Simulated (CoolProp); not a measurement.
Carbon monoxide along the isotherm 139.3 K: density (kg/m³) from the reference equation and from simpler models built on Tc = 132.9 K, pc = 3.498 MPa, ω = 0.050; each cubic takes its own stable root.

Model: reference Helmholtz-energy equation of state, Lemmon 2006, in CoolProp. It is a short technical equation, of lower accuracy than the large ones.

```
p (MPa)          phase  reference
-------  -------------  ---------
0.525              gas      13.29
1.05               gas      27.98
1.57               gas      44.31
2.1                gas      63.44
2.62               gas      85.75
3.15               gas      114.3
3.67     supercritical      153.0
4.2      supercritical      221.4
4.72     supercritical      340.8
5.25     supercritical      407.9
```

Question: How far does each simpler model (ideal gas, van der Waals, Redlich-Kwong, Soave-Redlich-Kwong, Peng-Robinson) lie from the reference over these 10 states: mean and median of the absolute difference, and the worst?

Answer: 
- ideal gas: mean 33.9 %, median 29.7 %, worst -68.9 % at 139.3 K and 5.25 MPa
- van der Waals: mean 4.4 %, median 1.7 %, worst -17.2 % at 139.3 K and 5.25 MPa
- Redlich-Kwong: mean 2.1 %, median 0.5 %, worst -10.1 % at 139.3 K and 5.25 MPa
- Soave-Redlich-Kwong: mean 2.4 %, median 0.3 %, worst -11.1 % at 139.3 K and 5.25 MPa
- Peng-Robinson: mean 3.1 %, median 3.1 %, worst +5.4 % at 139.3 K and 3.67 MPa
